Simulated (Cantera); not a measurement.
## Equilibrium for hydrogen reduction and annealing atmospheres: Fe₃O₄ + H₂ + H₂O

Input: 1 mol Fe₃O₄, 38 mol H₂, 0.14 mol H₂O, at 1750 °C.

Method: chemical equilibrium by Gibbs-energy minimisation in Cantera with the NASA 1993 tables (ideal gas, pure condensed phases). Candidate condensed phases: Fe, FeO, Fe(OH)₂, Fe(OH)₃, Fe₂O₃, Fe₃O₄, H₂O; 12 gas species. Kinetics and transport are ignored.

```tsv
P (Pa)	log p H₂	log p H	log p H₂O	log p Fe	n Fe(l)
10	-4.17	-4.80	-5.05	-5.17	0
42	-3.50	-4.47	-4.40	-4.53	0
180	-2.85	-4.14	-3.75	-3.89	0
750	-2.21	-3.83	-3.12	-3.33	0.406
3200	-1.56	-3.50	-2.47	-3.33	2.42
13000	-0.94	-3.19	-1.85	-3.33	2.86
56000	-0.30	-2.87	-1.22	-3.33	2.97
240000	0.33	-2.56	-0.58	-3.33	2.99
1000000	0.95	-2.25	0.04	-3.33	3.00
```
log p: log10 of the partial pressure in bar; n: condensed amount in mol.

From 0.000100 bar to 0.00180 bar nothing is condensed. From 0.00750 bar to 10.0 bar the condensed part is Fe(l). The main Fe-bearing gas is Fe throughout.
